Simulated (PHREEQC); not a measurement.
# Hard or scaling water

Solution (25 °C): 0.0038 mol MgCl2, 0.02 mol CO2 and 6e-06 mol H4SiO4 per kg of water. Closed to the air; pH follows from the charge balance.

Computed with PHREEQC (ion-association model, phreeqc.dat).

```yaml
pH: 4.02
ionic_strength: 0.0115 mol/kgw
specific_conductance: 921 µS/cm
```

```
species  molality  activity   log γ
-------  --------  --------  ------
CO2        0.0199    0.0199   0.001
Cl-       0.00760   0.00680  -0.048
Mg+2      0.00380   0.00250  -0.181
H+       0.000106   9.60e-5  -0.042
HCO3-    0.000103   9.23e-5  -0.046
(CO2)2    7.27e-6   7.29e-6   0.001
```

No solid was allowed to form.
